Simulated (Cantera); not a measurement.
An adiabatic, constant-volume homogeneous reactor starts with CO : H2 : CH4 : O2 : N2 = 1 : 0.43 : 0.2 : 1.8 : 6.76 (molar parts), at 1598 K and 500000 Pa. Integrator tolerance rtol = 1e-08.

Computed with Cantera and GRI-Mech 3.0 (53 species, 325 reactions).

Problem. What does this change do: pressure from 500000 Pa to 25000 Pa?

Solution. 
| quantity | before | after |
|---|---|---|
| time of steepest temperature rise | 6.50 µs | 0.107 ms |
| temperature at 1.00 s | 2885 K | 2667 K |
| equilibrium temperature | 2885 K | 2667 K |
| x(CO) at 1.00 s | 0.0272 (gas-phase equilibrium 0.0272) | 0.0401 (gas-phase equilibrium 0.0401) |
| x(H2) at 1.00 s | 0.00291 (gas-phase equilibrium 0.00291) | 0.00497 (gas-phase equilibrium 0.00497) |
| x(CH4) at 1.00 s | <1e-12 (gas-phase equilibrium <1e-12) | <1e-12 (gas-phase equilibrium <1e-12) |
| x(H) at 1.00 s | 0.00203 (gas-phase equilibrium 0.00203) | 0.00559 (gas-phase equilibrium 0.00559) |
| x(O) at 1.00 s | 0.00671 (gas-phase equilibrium 0.00671) | 0.0135 (gas-phase equilibrium 0.0135) |
| x(NO2) at 1.00 s | 2.30e-5 (gas-phase equilibrium 2.30e-5) | 4.73e-6 (gas-phase equilibrium 4.73e-6) |

Problem. What does this change do: pressure from 500000 Pa to 99000 Pa?

Solution. 
| quantity | before | after |
|---|---|---|
| time of steepest temperature rise | 6.50 µs | 28.0 µs |
| temperature at 1.00 s | 2885 K | 2770 K |
| equilibrium temperature | 2885 K | 2770 K |
| x(CO) at 1.00 s | 0.0272 (gas-phase equilibrium 0.0272) | 0.0345 (gas-phase equilibrium 0.0345) |
| x(H2) at 1.00 s | 0.00291 (gas-phase equilibrium 0.00291) | 0.00400 (gas-phase equilibrium 0.00400) |
| x(CH4) at 1.00 s | <1e-12 (gas-phase equilibrium <1e-12) | <1e-12 (gas-phase equilibrium <1e-12) |
| x(H) at 1.00 s | 0.00203 (gas-phase equilibrium 0.00203) | 0.00364 (gas-phase equilibrium 0.00364) |
| x(O) at 1.00 s | 0.00671 (gas-phase equilibrium 0.00671) | 0.0101 (gas-phase equilibrium 0.0101) |
| x(NO2) at 1.00 s | 2.30e-5 (gas-phase equilibrium 2.30e-5) | 9.86e-6 (gas-phase equilibrium 9.86e-6) |

Problem. What does this change do: initial temperature 1598 to 1000 K?

Solution. 
```json
[
 {"quantity": "time of steepest temperature rise", "before": "6.50 µs", "after": "5.42 ms"},
 {"quantity": "temperature at 1.00 s", "before": "2885 K", "after": "2634 K"},
 {"quantity": "equilibrium temperature", "before": "2885 K", "after": "2634 K"},
 {"quantity": "x(CO) at 1.00 s", "before": "0.0272 (gas-phase equilibrium 0.0272)", "after": "0.00932 (gas-phase equilibrium 0.00932)"},
 {"quantity": "x(H2) at 1.00 s", "before": "0.00291 (gas-phase equilibrium 0.00291)", "after": "0.00100 (gas-phase equilibrium 0.00100)"},
 {"quantity": "x(CH4) at 1.00 s", "before": "<1e-12 (gas-phase equilibrium <1e-12)", "after": "<1e-12 (gas-phase equilibrium <1e-12)"},
 {"quantity": "x(H) at 1.00 s", "before": "0.00203 (gas-phase equilibrium 0.00203)", "after": "0.000398 (gas-phase equilibrium 0.000398)"},
 {"quantity": "x(O) at 1.00 s", "before": "0.00671 (gas-phase equilibrium 0.00671)", "after": "0.00200 (gas-phase equilibrium 0.00200)"},
 {"quantity": "x(NO2) at 1.00 s", "before": "2.30e-5 (gas-phase equilibrium 2.30e-5)", "after": "2.34e-5 (gas-phase equilibrium 2.34e-5)"}
]
```
